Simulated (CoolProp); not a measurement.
Vapour pressure (MPa) of n-nonane: the reference equation beside estimates from Tc = 594.5 K, pc = 2.282 MPa, ω = 0.443. Clausius-Clapeyron is anchored at 288.1 K with a constant enthalpy of vaporisation of 47.24 kJ/mol.

The numbers come from the reference Helmholtz-energy equation of state, Lemmon 2006 in CoolProp. It is a short technical equation, of lower accuracy than the large ones.

| T (K) | reference | Lee-Kesler | Clausius-Clapeyron | van der Waals | Peng-Robinson |
|---|---|---|---|---|---|
| 268.5 | 6.945e-5 | 6.703e-5 | 7.110e-5 | 0.03078 | 8.205e-5 |
| 272.5 | 9.558e-5 | 9.205e-5 | 9.700e-5 | 0.03433 | 0.0001115 |
| 276.4 | 0.0001291 | 0.0001241 | 0.0001302 | 0.03808 | 0.0001490 |
| 280.3 | 0.0001726 | 0.0001657 | 0.0001733 | 0.04212 | ___ |
| 284.2 | 0.0002286 | 0.0002193 | 0.0002289 | 0.04646 | 0.0002585 |
| 288.1 | 0.0003000 | 0.0002875 | 0.0003000 | 0.05113 | ___ |
| 292.1 | 0.0003928 | 0.0003763 | 0.0003930 | 0.05625 | 0.0004361 |
| 296 | 0.0005065 | 0.0004852 | 0.0005078 | 0.06159 | 0.0005579 |
| 299.9 | 0.0006478 | 0.0006206 | 0.0006518 | 0.06729 | 0.0007082 |
| 303.8 | 0.0008222 | 0.0007881 | 0.0008313 | 0.07335 | 0.0008926 |
| 307.7 | 0.001036 | 0.0009935 | 0.001054 | 0.07980 | 0.001117 |
| 311.7 | 0.001303 | 0.001251 | 0.001336 | ___ | 0.001397 |
| 315.6 | 0.001619 | 0.001555 | 0.001673 | 0.09406 | 0.001726 |
| 319.5 | 0.001998 | 0.001922 | 0.002084 | 0.1017 | 0.002118 |

Some entries are withheld; supply them.


- 280.3, Peng-Robinson: 0.0001971
- 288.1, Peng-Robinson: 0.0003361
- 311.7, van der Waals: 0.08681

Absolute difference from the reference over all 14 rows, mean and median: Lee-Kesler 4.0 and 4.0 %, Clausius-Clapeyron 1.4 and 1.0 %, van der Waals 17225.6 and 13140.1 %, Peng-Robinson 11.2 and 10.6 %.
